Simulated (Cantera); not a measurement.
An isothermal, constant-pressure homogeneous reactor starts with CH4 : H2 = 1 : 31 (molar parts), at 1575 K and 0.0267 bar.

Model: GRI-Mech 3.0 (53 species, 325 reactions), integrated in Cantera. GRI-Mech 3.0 stops at C3 and has no aromatics, soot or wall deposition, so with more carbon than oxygen in the feed, carbon stays in small species such as C2H2 where larger ones or solid carbon would form. Radical loss at walls, strong at low pressure, is not modelled.

x: mole fraction; the columns are a selection and need not sum to one.

```json
[
 {"t (s)": "6.00e-5", "x CH4": "0.0312", "x H2": "0.969", "x C2H4": "<1e-12", "x C2H2": "<1e-12", "x H": "1.49e-7"},
 {"t (s)": "0.000210", "x CH4": "0.0312", "x H2": "0.969", "x C2H4": "<1e-12", "x C2H2": "<1e-12", "x H": "5.40e-7"},
 {"t (s)": "0.000733", "x CH4": "0.0312", "x H2": "0.969", "x C2H4": "3.02e-11", "x C2H2": "<1e-12", "x H": "1.91e-6"},
 {"t (s)": "0.00256", "x CH4": "0.0312", "x H2": "0.969", "x C2H4": "(withheld)", "x C2H2": "6.51e-12", "x H": "6.70e-6"},
 {"t (s)": "0.00896", "x CH4": "0.0312", "x H2": "0.969", "x C2H4": "(withheld)", "x C2H2": "1.37e-9", "x H": "2.34e-5"},
 {"t (s)": "0.0313", "x CH4": "0.0312", "x H2": "0.969", "x C2H4": "(withheld)", "x C2H2": "3.88e-7", "x H": "7.88e-5"},
 {"t (s)": "0.110", "x CH4": "0.0310", "x H2": "0.969", "x C2H4": "(withheld)", "x C2H2": "5.29e-5", "x H": "0.000190"},
 {"t (s)": "0.383", "x CH4": "0.0298", "x H2": "0.969", "x C2H4": "3.81e-5", "x C2H2": "0.000584", "x H": "0.000215"},
 {"t (s)": "1.34", "x CH4": "0.0264", "x H2": "0.971", "x C2H4": "3.67e-5", "x C2H2": "0.00228", "x H": "0.000219"},
 {"t (s)": "4.68", "x CH4": "0.0185", "x H2": "0.975", "x C2H4": "3.66e-5", "x C2H2": "0.00611", "x H": "0.000228"},
 {"t (s)": "16.4", "x CH4": "0.00865", "x H2": "0.980", "x C2H4": "(withheld)", "x C2H2": "0.0109", "x H": "0.000242"},
 {"t (s)": "57.2", "x CH4": "0.00300", "x H2": "0.983", "x C2H4": "4.97e-5", "x C2H2": "0.0136", "x H": "0.000251"},
 {"t (s)": "200", "x CH4": "0.00136", "x H2": "0.984", "x C2H4": "5.23e-5", "x C2H2": "0.0144", "x H": "0.000254"}
]
```

Question: Fill in the missing entries.

Answer: 
- 0.00256, x C2H4: 1.32e-9
- 0.00896, x C2H4: 5.75e-8
- 0.0313, x C2H4: 2.32e-6
- 0.110, x C2H4: 2.88e-5
- 16.4, x C2H4: 4.27e-5
